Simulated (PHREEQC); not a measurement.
## Brine: speciation

Solution (25 °C): 0.12 mol NaOH, 0.15 mol K2SO4 and 0.00044 mol NaCl per kg of water. Closed to the air; pH follows from the charge balance.

Equilibrium calculation in PHREEQC: ion-association model, phreeqc.dat.

Each row changes one thing in this solution. This is a speciation only: nothing precipitates in the calculation.

```json
[
 {"case": "as made", "pH": "12.88", "ionic strength (mol/kgw)": "0.473", "K+ (mol/kgw)": "0.263", "Na+ (mol/kgw)": "0.108"},
 {"case": "NaCl left out", "pH": "12.88", "ionic strength (mol/kgw)": "0.473", "K+ (mol/kgw)": "0.263", "Na+ (mol/kgw)": "0.108"},
 {"case": "NaOH from 0.12 to 0.18 mol/kgw", "pH": "13.05", "ionic strength (mol/kgw)": "0.528", "K+ (mol/kgw)": "0.266", "Na+ (mol/kgw)": "0.164"},
 {"case": "0.048 mol/kgw KF added", "pH": "12.88", "ionic strength (mol/kgw)": "0.514", "K+ (mol/kgw)": "0.308", "Na+ (mol/kgw)": "0.108"},
 {"case": "NaOH from 0.12 to 0.132 mol/kgw", "pH": "12.92", "ionic strength (mol/kgw)": "0.484", "K+ (mol/kgw)": "0.264", "Na+ (mol/kgw)": "0.119"},
 {"case": "K2SO4 replaced by KCl at the same molality", "pH": "12.91", "ionic strength (mol/kgw)": "0.270", "K+ (mol/kgw)": "0.150", "Na+ (mol/kgw)": "0.120"},
 {"case": "temperature from 25 to 75 °C", "pH": "11.56", "ionic strength (mol/kgw)": "0.439", "K+ (mol/kgw)": "0.246", "Na+ (mol/kgw)": "0.109"},
 {"case": "NaOH from 0.12 to 0.06 mol/kgw", "pH": "12.59", "ionic strength (mol/kgw)": "0.419", "K+ (mol/kgw)": "0.261", "Na+ (mol/kgw)": "0.0541"},
 {"case": "K2SO4 from 0.15 to 0.015 mol/kgw", "pH": "12.94", "ionic strength (mol/kgw)": "0.159", "K+ (mol/kgw)": "0.0293", "Na+ (mol/kgw)": "0.118"}
]
```

Constants without temperature data keep their 25 °C values here.
